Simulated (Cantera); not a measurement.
Input: 1 mol PbO, a varied amount of O2, 0.22 mol N2, at 625 K and 1 atm.

These are equilibrium values from Cantera (NASA tables, ideal gas, pure condensed phases), not measurements of a reactor. Candidate condensed phases: Pb, PbO, PbO2, Pb3O4; 12 gas species. Kinetics and transport are ignored.

x: gas mole fraction; n: condensed amount in mol.

```csv
n(O2) (mol),x N2,x O2,x NO2,x NO,n PbO(red),n Pb3O4(s)
0.012,0.948,0.0517,4.18e-8,2.33e-8,1.00,0
0.018,0.924,0.0756,6.03e-8,2.78e-8,1.00,0
0.026,0.894,0.106,8.29e-8,3.24e-8,1.00,0
0.037,0.871,0.129,9.99e-8,3.53e-8,0.974,…
0.053,0.871,0.129,9.99e-8,3.53e-8,0.878,0.0407
0.076,0.871,0.129,9.99e-8,3.53e-8,0.740,0.0867
0.11,0.871,0.129,9.99e-8,3.53e-8,0.536,0.155
0.16,0.871,0.129,9.99e-8,3.53e-8,0.236,0.255
0.23,0.776,0.224,1.63e-7,4.38e-8,0,0.333
0.33,0.574,0.426,2.68e-7,5.20e-8,0,0.333
0.47,0.420,0.580,3.12e-7,5.19e-8,0,0.333
0.68,…,…,3.18e-7,4.82e-8,0,0.333
0.98,0.213,0.787,3.01e-7,4.31e-8,0,0.333
```

**Question.** Complete the blanks.

**Answer.** 
- 0.68, x N2: 0.300
- 0.68, x O2: 0.700
- 0.037, n Pb3O4(s): 0.00875
